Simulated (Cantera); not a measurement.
## Calcination and drying: NaOH + H₂ + H₂O

Feed: 1 mol NaOH, 0.16 mol H₂, 0.41 mol H₂O, held at 8.10 mbar.

Cantera equilibrium calculation (NASA polynomials, part measured and part estimated; ideal gas, pure solids and liquids). Candidate condensed phases: H₂O, Na, NaOH, NaO₂, Na₂O, Na₂O₂; 16 gas species. Equilibrium is a limit: real reactors are often held back by kinetics, nucleation or transport.

From 1525 °C to 1825 °C nothing is condensed. The main Na-bearing gas is Na throughout.

| T (°C) | x H₂O | x Na | x NaOH | x O₂ | x OH | x H₂ |
|---|---|---|---|---|---|---|
| 1525 | 0.447 | 0.315 | 0.195 | 0.0375 | 0.00312 | 0.00135 |
| 1550 | 0.448 | 0.328 | 0.176 | 0.0410 | 0.00371 | 0.00164 |
| 1575 | 0.450 | 0.339 | 0.159 | 0.0443 | 0.00438 | 0.00198 |
| 1600 | 0.451 | 0.349 | 0.143 | 0.0473 | 0.00514 | 0.00239 |
| 1625 | 0.452 | 0.359 | 0.128 | 0.0500 | 0.00599 | 0.00288 |
| 1650 | 0.452 | 0.367 | 0.115 | 0.0525 | 0.00693 | 0.00346 |
| 1675 | 0.452 | 0.375 | 0.103 | 0.0548 | 0.00799 | 0.00414 |
| 1700 | 0.452 | 0.382 | 0.0917 | 0.0568 | 0.00915 | 0.00494 |
| 1725 | 0.451 | 0.388 | 0.0819 | 0.0587 | 0.0104 | 0.00588 |
| 1750 | 0.450 | 0.393 | 0.0732 | 0.0603 | 0.0118 | 0.00697 |
| 1775 | 0.448 | 0.397 | 0.0654 | 0.0619 | 0.0134 | 0.00822 |
| 1800 | 0.445 | 0.401 | 0.0584 | 0.0632 | 0.0151 | 0.00966 |
| 1825 | 0.442 | 0.404 | 0.0521 | 0.0645 | 0.0169 | 0.0113 |
x: gas mole fraction; nothing condenses.
